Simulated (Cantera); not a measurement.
A Cantera script and its output.

```python
import numpy as np
import cantera as ct

surf = ct.Interface("ptcombust.yaml", "Pt_surf")
gas = surf.adjacent["gas"]
gas.TPX = 898, 48000, {'CH4': 0.0045, 'O2': 0.12, 'N2': 0.79}
surf.TP = 898, 48000
reactor = ct.FlowReactor(gas, clone=False)
reactor.area = 0.0001  # m2
reactor.surface_area_to_volume_ratio = 620  # 1/m
reactor.mass_flow_rate = 0.13 * reactor.area * gas.density  # inlet velocity 0.13 m/s
reactor.energy_enabled = False
wall = ct.ReactorSurface(surf, reactor, clone=False)
net = ct.ReactorNet([reactor])
net.rtol, net.atol = 1e-8, 1e-16
show, cover = ['CH4', 'O2', 'H2O', 'CO2', 'CO'], ['PT(S)', 'H(S)', 'O(S)', 'OH(S)', 'CO(S)', 'C(S)']

rows = []
print(f"{'z/m':>9s}{'u/(m/s)':>9s}" + "".join(f"{s:>13s}" for s in show + cover))
for z in [0.00016, 0.00029, 0.00051, 0.00091, 0.0016, 0.0029, 0.0051, 0.0091, 0.016]:
    net.advance(z)
    rows.append([reactor.speed, *gas[show].X, *surf[cover].coverages])
    print(f"{z:9.4g}{rows[-1][0]:9.3g}" + "".join(f"{x:13.4e}" for x in rows[-1][1:]))
```

Result:

```
      z/m  u/(m/s)          CH4           O2          H2O          CO2           CO        PT(S)         H(S)         O(S)        OH(S)        CO(S)         C(S)
  0.00016     0.13   4.8472e-03   1.3107e-01   1.4705e-04   7.2135e-05   1.3863e-06   1.1715e-01   6.1793e-09   8.8266e-01   1.9334e-04   3.2858e-06   1.1556e-08
  0.00029     0.13   4.7882e-03   1.3095e-01   2.6492e-04   1.3104e-04   1.4116e-06   1.1715e-01   8.0378e-09   8.8259e-01   2.5193e-04   3.2530e-06   1.1418e-08
  0.00051     0.13   4.6901e-03   1.3076e-01   4.6118e-04   2.2918e-04   1.3855e-06   1.1717e-01   1.0420e-08   8.8250e-01   3.2698e-04   3.1882e-06   1.1189e-08
  0.00091     0.13   4.5166e-03   1.3041e-01   8.0800e-04   4.0261e-04   1.3347e-06   1.1721e-01   1.3650e-08   8.8235e-01   4.2863e-04   3.0735e-06   1.0786e-08
   0.0016     0.13   4.2318e-03   1.2984e-01   1.3771e-03   6.8719e-04   1.2512e-06   1.1730e-01   1.7730e-08   8.8214e-01   5.5667e-04   2.8853e-06   1.0126e-08
   0.0029     0.13   3.7419e-03   1.2886e-01   2.3562e-03   1.1767e-03   1.1073e-06   1.1747e-01   2.3153e-08   8.8180e-01   7.2616e-04   2.5608e-06   8.9869e-09
   0.0051     0.13   3.0354e-03   1.2745e-01   3.7674e-03   1.8821e-03   8.9943e-07   1.1774e-01   2.9317e-08   8.8134e-01   9.1745e-04   2.0893e-06   7.3323e-09
   0.0091     0.13   2.0690e-03   1.2552e-01   5.6968e-03   2.8464e-03   6.1439e-07   1.1813e-01   3.6191e-08   8.8074e-01   1.1286e-03   1.4361e-06   5.0398e-09
    0.016     0.13   1.0617e-03   1.2351e-01   7.7069e-03   3.8507e-03   3.1638e-07   1.1856e-01   4.2303e-08   8.8012e-01   1.3139e-03   7.4370e-07   2.6096e-09
```

Cantera simulation using Deutschmann's 1995 Pt surface mechanism with GRI-Mech 3.0 gas chemistry; the numbers are that mechanism's predictions, not measurements. Catalytic surfaces can have several steady states; this one follows from the mechanism file's or the stated starting coverage. Mass transfer to the wall is taken as infinitely fast.
